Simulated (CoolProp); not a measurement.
The fluid at 293.15 K and 0.237 MPa is throttled through a valve to 0.00965 MPa with no heat exchange. The same conditions are run with several fluids, on thermodynamics alone (safety and materials aside).

The numbers come from the reference Helmholtz-energy equation of state of each fluid (sulfur dioxide: Gao 2016; C2F6 (R116): Lemmon 2006; carbon monoxide: Lemmon 2006; CH2F2 (R32): Tillner-Roth 1997; propylene: Lemmon 2013) in CoolProp.

| fluid | temperature change (K) | final density (kg/m³) |
|---|---|---|
| sulfur dioxide | [?] | 0.263 |
| C2F6 (R116) | [?] | 0.551 |
| carbon monoxide | -0.6 | 0.111 |
| CH2F2 (R32) | [?] | [?] |
| propylene | -4.2 | 0.169 |

Task: What belongs in the gaps?

Result: 
- sulfur dioxide, temperature change (K): -9.8
- C2F6 (R116), temperature change (K): -2.0
- CH2F2 (R32), temperature change (K): -6.4
- CH2F2 (R32), final density (kg/m³): 0.211
